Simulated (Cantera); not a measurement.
An isothermal, constant-pressure homogeneous reactor starts with C2H6 : H2 = 1 : 5.7 (molar parts), at 1125 K and 100000 Pa.

Model: GRI-Mech 3.0 (53 species, 325 reactions), integrated in Cantera. GRI-Mech 3.0 stops at C3 and has no aromatics, soot or wall deposition, so with more carbon than oxygen in the feed, carbon stays in small species such as C2H2 where larger ones or solid carbon would form.

x: mole fraction; the columns are a selection and need not sum to one.

```tsv
t (s)	x C2H6	x H2	x C2H2	x CH4	x CH2
6.00e-6	0.149	0.851	<1e-12	1.02e-7	<1e-12
2.54e-5	0.149	0.851	<1e-12	7.67e-7	<1e-12
0.000108	0.149	0.851	3.94e-12	3.80e-6	<1e-12
0.000456	0.149	0.851	1.13e-9	2.20e-5	<1e-12
0.00193	0.146	0.851	1.91e-7	0.000281	<1e-12
0.00818	0.132	0.852	6.71e-6	0.00186	<1e-12
0.0346	…	0.854	…	…	<1e-12
0.147	0.0394	0.855	0.000760	0.0185	<1e-12
0.621	0.0275	0.842	0.00206	0.0438	<1e-12
2.63	0.0196	0.806	0.00197	0.109	<1e-12
11.1	…	0.753	…	…	<1e-12
47.2	0.00256	0.717	0.000316	0.271	<1e-12
200	0.000341	0.704	4.39e-5	0.295	<1e-12
```

What belongs in the gaps?


- 0.0346, x C2H6: 0.0897
- 0.0346, x C2H2: 0.000103
- 0.0346, x CH4: 0.00709
- 11.1, x C2H6: 0.00913
- 11.1, x C2H2: 0.00104
- 11.1, x CH4: 0.205
